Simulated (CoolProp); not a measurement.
Vapour-liquid equilibrium of n-octane (1) + ethylbenzene (2) at 0.0219 MPa; x and y are mole fractions of (1).

The numbers come from the multi-fluid Helmholtz-energy mixture model, Beckmüller 2019 and Zhou 2012; pair parameters Bell 2016 in CoolProp.

| x | bubble temperature, mixture model (°C) | bubble temperature, Raoult's law (°C) | y, mixture model | y, Raoult's law |
|---|---|---|---|---|
| 0.05 | 86.1 | 86.6 | 0.085 | 0.068 |
| 0.125 | 84.7 | 85.9 | 0.195 | 0.165 |
| 0.2 | 83.6 | 85.1 | 0.290 | 0.257 |
| 0.275 | 82.6 | 84.4 | 0.372 | 0.345 |
| 0.35 | 81.8 | 83.7 | 0.447 | 0.428 |
| 0.425 | 81.0 | 83.0 | 0.515 | 0.506 |
| 0.5 | 80.4 | 82.3 | 0.580 | 0.581 |
| 0.575 | 79.9 | 81.7 | 0.641 | 0.653 |
| 0.65 | 79.5 | 81.1 | 0.702 | 0.721 |
| 0.725 | 79.1 | 80.4 | 0.762 | 0.786 |
| 0.8 | 78.8 | 79.8 | 0.824 | 0.848 |
| 0.875 | 78.5 | 79.2 | 0.887 | 0.907 |
| 0.95 | 78.4 | 78.7 | 0.953 | 0.964 |

The largest gap from Raoult's law is -2.0 K in bubble temperature, at x = 0.425. No azeotrope shows between x = 0.05 and 0.95.

Pair parameters are fitted to limited data, so mixtures are less certain than the pure fluids.
